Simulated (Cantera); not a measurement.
A freely propagating, adiabatic, planar premixed flame of 14.0 % H2, 14.0 % O2, 52.5 % N2, 19.6 % H2O, equivalence ratio 0.50, unburnt at 723 K and 525 Torr; mixture-averaged transport, grid criteria slope 0.08 and curve 0.16, no radiation.

Model: the H2/O2 subset of GRI-Mech 3.0, which has no nitrogen chemistry, integrated in Cantera. Burning velocities carry a grid error of a few per cent, more on coarse grids. Lean hydrogen flames are cellular in practice and burn faster than this planar one.

x: mole fraction of selected species; z is measured from the peak of heat release.

```csv
z (mm),T (K),u (m/s),x H2,x O2,x H2O,x H2O2,x H,x HO2
-2.01,723,2.84,0.140,0.140,0.196,<1e-8,<1e-8,<1e-8
-1.34,723,2.84,0.139,0.140,0.196,<1e-8,<1e-8,1.21e-7
-1.01,723,2.83,0.138,0.140,0.196,3.05e-8,<1e-8,7.69e-7
-0.671,725,2.83,0.133,0.141,0.197,7.24e-7,[?],1.71e-5
-0.335,786,3.00,0.111,0.141,0.209,2.17e-5,[?],0.000283
-0.168,958,3.60,0.0817,0.133,0.236,2.25e-5,[?],0.000217
0,1193,4.43,0.0458,0.112,0.280,9.77e-6,[?],0.000124
0.168,1369,5.06,0.0212,0.0916,0.316,5.71e-6,[?],7.65e-5
0.335,1471,5.43,0.0114,0.0824,0.333,3.69e-6,[?],5.51e-5
0.671,1569,5.77,0.00595,0.0776,0.344,1.94e-6,[?],3.57e-5
1.34,1636,5.99,0.00286,0.0761,0.351,9.81e-7,[?],1.93e-5
2.68,1671,6.11,0.00106,0.0757,0.355,4.91e-7,[?],8.17e-6
5.37,1685,6.15,0.000345,0.0758,0.357,2.35e-7,[?],2.99e-6
```

Q: Some entries are withheld; supply them.

A: 
- -0.671, x H: 2.06e-7
- -0.335, x H: 0.000134
- -0.168, x H: 0.00139
- 0, x H: 0.00476
- 0.168, x H: 0.00638
- 0.335, x H: 0.00527
- 0.671, x H: 0.00266
- 1.34, x H: 0.000839
- 2.68, x H: 0.000183
- 5.37, x H: 3.42e-5
